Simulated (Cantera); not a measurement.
Input (Python, Cantera):

```python
import numpy as np
import cantera as ct

gas = ct.Solution("gri30.yaml")
gas.TPX = 573, 240000, {'CH4': 1, 'CO': 0.11, 'O2': 1.71, 'N2': 6.44}
flame = ct.FreeFlame(gas, width=0.022)
flame.set_refine_criteria(ratio=3, slope=0.08, curve=0.16)
flame.transport_model = "mixture-averaged"
flame.solve(loglevel=0, auto=True)
flame.transport_model = "multicomponent"
flame.soret_enabled = True
flame.solve(loglevel=0, refine_grid=True)
z, T = flame.grid, flame.T
thick = (T[-1] - T[0]) / np.gradient(T, z).max()
show = ['CH4', 'CO', 'O2', 'HCO', 'CH2CO', 'C2H6']
print(f"laminar burning velocity  {flame.velocity[0] * 100:.3f} cm/s")
print(f"burnt temperature         {T[-1]:.1f} K")
print(f"thermal thickness         {thick * 1e3:.4f} mm")
print(f"grid points               {len(z)}")
z0 = z[flame.heat_release_rate.argmax()]
print(f"{'z/mm':>9s}{'T/K':>9s}{'u/(m/s)':>9s}" + "".join(f"{s:>11s}" for s in show))
rows = []
for k in (-3, -2, -1.5, -1, -0.5, -0.25, 0, 0.25, 0.5, 1, 2, 4, 8):
    zz = z0 + k * thick
    rows.append([k * thick, np.interp(zz, z, T), np.interp(zz, z, flame.velocity),
                 *(np.interp(zz, z, flame.X[gas.species_index(s)]) for s in show)])
    print(f"{rows[-1][0] * 1e3:9.3f}{rows[-1][1]:9.1f}{rows[-1][2]:9.3f}" + "".join(f"{x:11.3e}" for x in rows[-1][3:]))
```

It prints:

```
laminar burning velocity  84.685 cm/s
burnt temperature         2336.0 K
thermal thickness         0.1755 mm
grid points               154
     z/mm      T/K  u/(m/s)        CH4         CO         O2        HCO      CH2CO       C2H6
   -0.526    573.3    0.848  1.078e-01  1.187e-02  1.845e-01  1.110e-17  1.514e-09  3.726e-08
   -0.351    576.3    0.854  1.072e-01  1.190e-02  1.840e-01  6.417e-15  4.210e-08  9.226e-07
   -0.263    589.6    0.876  1.055e-01  1.216e-02  1.830e-01  1.392e-12  3.988e-07  7.941e-06
   -0.175    679.5    1.016  9.773e-02  1.444e-02  1.767e-01  6.975e-10  6.132e-06  1.056e-04
   -0.088   1133.5    1.722  6.631e-02  3.020e-02  1.364e-01  8.514e-07  8.870e-05  1.045e-03
   -0.044   1551.5    2.386  3.540e-02  4.880e-02  9.149e-02  1.477e-05  2.183e-04  1.104e-03
    0.000   1926.5    2.993  8.294e-03  6.641e-02  4.331e-02  4.464e-05  1.756e-04  1.126e-04
    0.044   2088.1    3.245  6.705e-04  6.683e-02  1.683e-02  1.772e-05  2.573e-05  7.768e-07
    0.088   2134.7    3.305  3.094e-05  5.987e-02  8.082e-03  1.637e-06  1.373e-06  1.808e-09
    0.175   2177.9    3.356  8.162e-08  5.301e-02  4.284e-03  1.863e-07  4.246e-09  2.258e-14
    0.351   2226.2    3.420  1.447e-11  5.049e-02  2.724e-03  1.305e-07  1.269e-12  3.202e-16
    0.702   2273.0    3.484  2.729e-14  4.969e-02  1.527e-03  8.546e-08 -5.837e-15 -4.179e-16
    1.404   2307.6    3.530  5.025e-14  4.911e-02  7.174e-04  5.320e-08  9.629e-17 -1.700e-18
```

Detailed kinetics in Cantera: GRI-Mech 3.0 (53 species, 325 reactions). Burning velocities carry a grid error of a few per cent, more on coarse grids.
